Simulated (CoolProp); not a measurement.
Saturation properties of R236EA.

Values from CoolProp's reference Helmholtz-energy equation of state, Rui 2013.

```csv
T (K),p (MPa),vapour density (kg/m³),liquid cp (kJ/(kg K)),liquid viscosity (µPa s),vapour viscosity (µPa s)
283.1,0.1179,8.007,1.238,…,10.3
286.7,0.1356,9.141,1.242,450,10.4
290.4,0.1559,10.44,1.247,427,…
294.1,0.1784,11.87,1.252,405,10.7
297.7,0.2027,13.41,1.258,385,10.8
301.4,0.2303,15.16,…,366,10.9
305,0.2598,17.03,1.270,349,11.1
308.7,0.2931,19.13,1.277,332,11.2
312.3,0.3286,21.38,1.284,317,…
316,0.3684,23.91,1.292,302,11.5
319.6,…,26.59,1.300,288,11.6
323.3,0.4575,29.61,…,274,11.7
327,0.5085,32.90,1.319,262,11.9
330.6,0.5622,36.38,1.329,250,12.0
334.3,0.6217,40.29,…,…,12.1
```

Fill in the missing entries.


- 283.1, liquid viscosity (µPa s): 475
- 290.4, vapour viscosity (µPa s): 10.6
- 301.4, liquid cp (kJ/(kg K)): 1.264
- 312.3, vapour viscosity (µPa s): 11.3
- 319.6, p (MPa): 0.4105
- 323.3, liquid cp (kJ/(kg K)): 1.309
- 334.3, liquid cp (kJ/(kg K)): 1.340
- 334.3, liquid viscosity (µPa s): 238

It boils at 279.3 K under 1 atm.

Viscosity comes from a separate model (Huber 2003), an estimate that may be off by 10 % or more.
